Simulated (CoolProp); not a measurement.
n-perfluorobutane along the isobar 9720 kPa: fugacity coefficient from the reference equation and from simpler models built on Tc = 113.2 °C, pc = 2322 kPa, ω = 0.372; each cubic takes its own stable root.

Values from CoolProp's reference Helmholtz-energy equation of state, Gao 2022.

```csv
T (°C),phase,reference,van der Waals,Soave-Redlich-Kwong,Peng-Robinson
-116.75,liquid,2.334e-6,0.005895,3.418e-6,3.831e-6
-96.35,liquid,…,0.01310,4.291e-5,4.488e-5
-76.05,liquid,0.0002603,0.02454,0.0002928,0.0002922
-55.75,liquid,…,0.04076,0.001312,…
-35.35,liquid,0.004177,0.06200,0.004350,0.004113
-15.05,liquid,0.01104,0.08788,0.01138,0.01061
5.25,liquid,0.02424,0.1181,0.02496,0.02304
25.65,liquid,0.04625,0.1522,0.04777,0.04384
45.95,liquid,0.07855,0.1892,0.08157,0.07462
66.25,liquid,0.1219,0.2285,0.1273,0.1163
```

What belongs in the gaps?


- -96.35, reference: 3.471e-5
- -55.75, reference: 0.001228
- -55.75, Peng-Robinson: 0.001268
